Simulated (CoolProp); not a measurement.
The fluid at 293.15 K and 0.369 MPa flows at 0.058 m/s in a round tube of 12.7 mm bore and 0.25 µm roughness, fully developed (64/Re and Nu = 3.66 if laminar; Colebrook and Gnielinski if turbulent). The same conditions are run with several fluids, on thermodynamics alone (safety and materials aside).

The numbers come from the reference Helmholtz-energy equation of state of each fluid (propane: Lemmon 2009; C2F6 (R116): Lemmon 2006; dry air: Lemmon 2000; ethane: Bücker 2006; methane: Setzmann 1991) in CoolProp. Blends and air are pseudo-pure fits.

```tsv
fluid	Reynolds number	Darcy friction factor	pressure drop (Pa/m)	heat-transfer coefficient (W/(m² K))	mass flow (kg/h)
propane	657	0.0974	0.0921	5.14	0.189
C2F6 (R116)	1160	0.0553	0.160	4.18	0.577
dry air	177	0.361	0.210	7.48	0.116
ethane	373	0.172	0.107	5.94	0.124
methane	163	0.393	0.127	9.69	0.0647
```

Transport values come from each fluid's own correlations; those of C2F6 (R116) are estimates that may be off by 10 % or more.
